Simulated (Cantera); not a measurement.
Input: 1 mol TiO2, 41 mol Cl2, 0.53 mol O2, held at 44.0 Pa.

Equilibrium computed with Cantera from the NASA thermochemical tables; the gas is ideal and each condensed phase is pure. Candidate condensed phases: Ti, TiCl2, TiCl3, TiCl4, TiO, TiO2, Ti2O3, Ti3O5, Ti4O7; 15 gas species. Condensed phases not in the tables: TiOCl. The numbers say what is thermodynamically allowed, not how fast it happens.

log p: log10 of the partial pressure in bar; n: condensed amount in mol.

| T (K) | log p Cl2 | log p Cl | log p O2 | log p TiCl4 | n TiO2(rutile) |
|---|---|---|---|---|---|
| 623 | -3.36 | -9.00 | -5.25 | [?] | 1.00 |
| 723 | -3.36 | -7.57 | -5.25 | [?] | 1.00 |
| 823 | -3.36 | -6.48 | -5.25 | [?] | 1.000 |
| 923 | -3.36 | -5.63 | -5.25 | [?] | 1.000 |
| 1023 | -3.37 | -4.95 | -5.25 | [?] | 0.997 |
| 1123 | -3.40 | -4.40 | -5.26 | [?] | 0.984 |
| 1223 | -3.49 | -3.97 | -5.26 | [?] | 0.945 |
| 1323 | -3.67 | -3.65 | -5.30 | [?] | 0.891 |

**Question.** Some entries are withheld; supply them.

**Answer.** 
- 623, log p TiCl4: -13.40
- 723, log p TiCl4: -11.31
- 823, log p TiCl4: -9.74
- 923, log p TiCl4: -8.51
- 1023, log p TiCl4: -7.55
- 1123, log p TiCl4: -6.80
- 1223, log p TiCl4: -6.29
- 1323, log p TiCl4: -6.06
